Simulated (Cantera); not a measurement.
Input: 1 mol Fe₃O₄, 6.1 mol C, 14 mol H₂, equilibrated at 1.60 bar.

Method: chemical equilibrium by Gibbs-energy minimisation in Cantera with the NASA 1993 tables (ideal gas, pure condensed phases). Candidate condensed phases: C, C₆H₆, C₇H₈, C₈H₁₈, Fe, Fe(CO)₅, FeO, Fe(OH)₂, Fe(OH)₃, Fe₂O₃, Fe₃O₄, H₂O; 114 gas species. Iron dissolves carbon and melts from about 1420 K in contact with it, which pure phases cannot show. Condensed phases not in the tables: cementite and carbon dissolved in iron. The numbers say what is thermodynamically allowed, not how fast it happens.

Task: At 2075 K, list the 4 most abundant gas species with their mole fractions, and the condensed phases.

Result: H₂ 0.774, CO 0.222, H 0.00185, C₂H₂ (acetylene) 0.000961. Condensed: C(graphite) + Fe(l).
